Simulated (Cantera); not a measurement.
## Equilibrium for carbothermic reduction: Fe3O4 + C + H2

A closed system holds: 1 mol Fe3O4, 1.1 mol C, 8.7 mol H2, equilibrated at 133 Pa.

Equilibrium computed with Cantera from the NASA thermochemical tables; the gas is ideal and each condensed phase is pure. Candidate condensed phases: C, C6H6, C7H8, C8H18, Fe, Fe(CO)5, FeO, Fe(OH)2, Fe(OH)3, Fe2O3, Fe3O4, H2O; 114 gas species. Each liquid is taken as pure. Mutual solubility and eutectic melting of coexisting phases are not modelled. The tables' stoichiometric FeO is somewhat more stable than real wüstite, so its field is too wide. FeO: taken at fixed stoichiometry. Kinetics and transport are ignored.

At 1673 K the condensed part is Fe(δ). From 1723 K to 1773 K the condensed part is Fe(δ) + FeO(l). From 1823 K to 1973 K the condensed part is Fe(l) + FeO(l). From 2023 K to 2123 K nothing is condensed. The main Fe-bearing gas is Fe throughout.

```
T (K)   x H2  x H2O     x Fe    x CO      x H    x CO2  n Fe(δ)  n FeO(l)  n Fe(l)
-----  -----  -----  -------  ------  -------  -------  -------  --------  -------
1673   0.602  0.281  0.00301  0.0980  0.00242   0.0138     2.97         0        0
1723   0.599  0.279  0.00684  0.0982  0.00387   0.0130     2.92    0.0108        0
1773   0.595  0.273   0.0148  0.0981  0.00601   0.0121     2.80    0.0486        0
1823   0.585  0.266   0.0305  0.0970  0.00908   0.0113        0    0.0722     2.62
1873   0.563  0.259   0.0593  0.0942   0.0133   0.0106        0    0.0612     2.31
1923   0.526  0.244    0.111  0.0890   0.0187  0.00961        0    0.0509     1.70
1973   0.465  0.218    0.201  0.0797   0.0252  0.00831        0    0.0383    0.425
2023   0.439  0.210    0.228  0.0765   0.0345  0.00786        0         0        0
2073   0.430  0.208    0.226  0.0762   0.0472  0.00760        0         0        0
2123   0.419  0.204    0.223  0.0757   0.0636  0.00735        0         0        0
```
x: gas mole fraction; n: condensed amount in mol.
